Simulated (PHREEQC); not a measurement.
Make-up at 91 °C: 0.037 mol/kgw CsOH, 6.3e-06 mol/kgw H4SiO4 and 0.001 mol/kgw Na2CO3. Closed to the air; pH follows from the charge balance.

Computed with PHREEQC (ion-association model, wateq4f.dat).

```csv
quantity,before,after
pH,10.89,11.05
H3SiO4- (mol/kgw),5.31e-6,4.92e-6
H4SiO4 (mol/kgw),7.88e-8,4.86e-8
SI of Quartz (SiO2),-3.91,-4.12
```

### Question
Name the change that produced these shifts.
A. Na2CO3 left out
B. CsOH from 0.037 to 0.0555 mol/kgw
C. Na2CO3 from 0.001 to 0.005 mol/kgw
D. Na2CO3 replaced by NaCl at the same molality
E. 0.029 mol/kgw NH3 added

### Answer
B, CsOH from 0.037 to 0.0555 mol/kgw

This is a speciation only: nothing precipitates in the calculation. Away from 25 °C the constants follow the database's enthalpies or fits; those with neither stay at their 25 °C values.
